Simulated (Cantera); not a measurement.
What does this Cantera script print?

```python
import numpy as np
import cantera as ct

gas = ct.Solution("gri30.yaml")
gas.TPX = 1775, 1000000, {'CO': 1, 'H2': 0.048, 'O2': 0.806, 'N2': 3.03, 'CO2': 1.4}
reactor = ct.IdealGasReactor(gas, energy="on", clone=False)
net = ct.ReactorNet([reactor])
net.rtol, net.atol = 1e-08, 1e-16
show = ['CO', 'H2', 'O2', 'H2O2', 'H', 'OH']
times = np.geomspace(5e-06, 1, 13)

steps = ct.SolutionArray(gas, extra=["t"])
rows = []
print(f"{'t/s':>10s}{'T/K':>9s}{'P/Pa':>11s}" + "".join(f"{s:>11s}" for s in show))
for t in times:
    while net.time < t:
        t_next = net.step()
        steps.append(gas.state, t=t_next)
    rows.append([np.interp(t, steps.t, y) for y in (steps.T, steps.P, *steps(*show).X.T)])
    print(f"{t:10.3e}{rows[-1][0]:9.1f}{rows[-1][1]:11.4g}" + "".join(f"{x:11.3e}" for x in rows[-1][2:]))
rate = np.gradient(steps.T, steps.t)
print("integrator steps:", len(steps.t))
if steps.T.max() > steps.T[0] + 200:
    print(f"time of steepest temperature rise: {steps.t[rate.argmax()]:.4e} s")
gas.TPX = 1775, 1000000, {'CO': 1, 'H2': 0.048, 'O2': 0.806, 'N2': 3.03, 'CO2': 1.4}
gas.equilibrate("UV")
print(f"equilibrium (UV): T = {gas.T:.1f} K  " + "  ".join(f"{s} {gas[s].X[0]:.3e}" for s in show))
```

It prints:

```
       t/s      T/K       P/Pa         CO         H2         O2       H2O2          H         OH
 5.000e-06   1896.2   1.06e+06  1.407e-01  2.546e-04  1.107e-01  4.291e-07  1.164e-03  1.963e-03
 1.383e-05   2250.0   1.23e+06  9.772e-02  2.465e-04  8.983e-02  1.842e-07  1.017e-03  3.164e-03
 3.824e-05   2568.1  1.373e+06  6.172e-02  1.602e-04  7.503e-02  8.424e-08  3.672e-04  3.086e-03
 1.057e-04   2713.3  1.436e+06  4.345e-02  1.147e-04  6.673e-02  7.055e-08  1.876e-04  2.765e-03
 2.924e-04   2722.0  1.439e+06  4.148e-02  1.105e-04  6.441e-02  6.946e-08  1.726e-04  2.691e-03
 8.086e-04   2714.2  1.434e+06  4.101e-02  1.101e-04  6.170e-02  6.733e-08  1.674e-04  2.618e-03
 2.236e-03   2708.5  1.431e+06  4.067e-02  1.098e-04  5.973e-02  6.578e-08  1.638e-04  2.564e-03
 6.184e-03   2707.9   1.43e+06  4.064e-02  1.098e-04  5.950e-02  6.559e-08  1.633e-04  2.558e-03
 1.710e-02   2707.9   1.43e+06  4.064e-02  1.098e-04  5.950e-02  6.559e-08  1.633e-04  2.558e-03
 4.729e-02   2707.9   1.43e+06  4.064e-02  1.098e-04  5.950e-02  6.559e-08  1.633e-04  2.558e-03
 1.308e-01   2707.9   1.43e+06  4.064e-02  1.098e-04  5.950e-02  6.559e-08  1.633e-04  2.558e-03
 3.616e-01   2707.9   1.43e+06  4.064e-02  1.098e-04  5.950e-02  6.559e-08  1.633e-04  2.558e-03
 1.000e+00   2707.9   1.43e+06  4.064e-02  1.098e-04  5.950e-02  6.559e-08  1.633e-04  2.558e-03
integrator steps: 1243
time of steepest temperature rise: 3.6172e-06 s
equilibrium (UV): T = 2707.9 K  CO 4.064e-02  H2 1.098e-04  O2 5.950e-02  H2O2 6.559e-08  H 1.633e-04  OH 2.558e-03
```

Cantera simulation using GRI-Mech 3.0 (53 species, 325 reactions); the numbers are that mechanism's predictions, not measurements. The hydrogen kinetics of GRI-Mech 3.0 are dated; newer H2 mechanisms differ, most at raised pressure.
